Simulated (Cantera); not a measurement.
What does this Cantera script print?

```python
import numpy as np
import cantera as ct

surf = ct.Interface("ptcombust.yaml", "Pt_surf")
gas = surf.adjacent["gas"]
gas.TPX = 750, 300000, {'CO': 0.031, 'O2': 0.01, 'N2': 0.79}
surf.TP = 750, 300000
reactor = ct.FlowReactor(gas, clone=False)
reactor.area = 0.0001  # m2
reactor.surface_area_to_volume_ratio = 1200  # 1/m
reactor.mass_flow_rate = 0.14 * reactor.area * gas.density  # inlet velocity 0.14 m/s
reactor.energy_enabled = False
wall = ct.ReactorSurface(surf, reactor, clone=False)
net = ct.ReactorNet([reactor])
net.rtol, net.atol = 1e-8, 1e-16
show, cover = ['CO', 'O2', 'H2O', 'CO2'], ['PT(S)', 'H(S)', 'O(S)', 'OH(S)', 'CO(S)', 'C(S)']

rows = []
print(f"{'z/m':>9s}{'u/(m/s)':>9s}" + "".join(f"{s:>13s}" for s in show + cover))
for z in [0.00036, 0.0006, 0.001, 0.0017, 0.0028, 0.0047, 0.0078, 0.013, 0.022, 0.036]:
    net.advance(z)
    rows.append([reactor.speed, *gas[show].X, *surf[cover].coverages])
    print(f"{z:9.4g}{rows[-1][0]:9.3g}" + "".join(f"{x:13.4e}" for x in rows[-1][1:]))
```

Result:

```
      z/m  u/(m/s)           CO           O2          H2O          CO2        PT(S)         H(S)         O(S)        OH(S)        CO(S)         C(S)
  0.00036     0.14   3.6768e-02   1.1763e-02  -1.5999e-30   5.4714e-04   2.9092e-02   5.0496e-23   6.6352e-04   2.7121e-20   9.7024e-01   4.1653e-11
   0.0006     0.14   3.6412e-02   1.1584e-02  -1.4471e-30   9.0945e-04   2.9230e-02   2.5887e-25   6.5974e-04   7.0819e-22   9.7011e-01   4.2084e-11
    0.001     0.14   3.5824e-02   1.1288e-02  -1.6889e-30   1.5088e-03   2.9463e-02   9.4920e-25   6.5332e-04   5.9249e-22   9.6988e-01   4.2827e-11
   0.0017     0.14   3.4808e-02   1.0777e-02  -1.6496e-30   2.5439e-03   2.9879e-02   3.0322e-22   6.4174e-04   2.5765e-19   9.6948e-01   4.4197e-11
   0.0028     0.14   3.3248e-02   9.9920e-03   7.9257e-30   4.1332e-03   3.0554e-02   1.9272e-21   6.2258e-04   6.4118e-19   9.6882e-01   4.6554e-11
   0.0047     0.14   3.0668e-02   8.6930e-03   2.2097e-29   6.7627e-03   3.1779e-02  -2.1289e-20   5.8667e-04  -1.4612e-17   9.6763e-01   5.1321e-11
   0.0078    0.139   2.6804e-02   6.7482e-03   4.3293e-27   1.0700e-02   3.3925e-02   1.4804e-19   5.2015e-04  -7.1133e-17   9.6555e-01   6.1662e-11
    0.013    0.139   2.1459e-02   4.0574e-03   6.0351e-26   1.6147e-02   3.7778e-02   5.2507e-19   3.8929e-04   1.1735e-16   9.6183e-01   9.1391e-11
    0.022    0.138   1.5943e-02   1.2811e-03   1.4522e-25   2.1767e-02   4.3570e-02   1.0457e-17   1.6445e-04   1.8530e-16   9.5627e-01   2.4807e-10
    0.036    0.138   1.3667e-02   1.3522e-04  -6.8352e-25   2.4087e-02   4.6890e-02   1.6524e-16   2.0171e-05   4.9925e-16   9.5309e-01   2.1694e-09
```

Detailed kinetics in Cantera: Deutschmann's 1995 Pt surface mechanism with GRI-Mech 3.0 gas chemistry. Catalytic surfaces can have several steady states; this one follows from the mechanism file's or the stated starting coverage. Mass transfer to the wall is taken as infinitely fast.
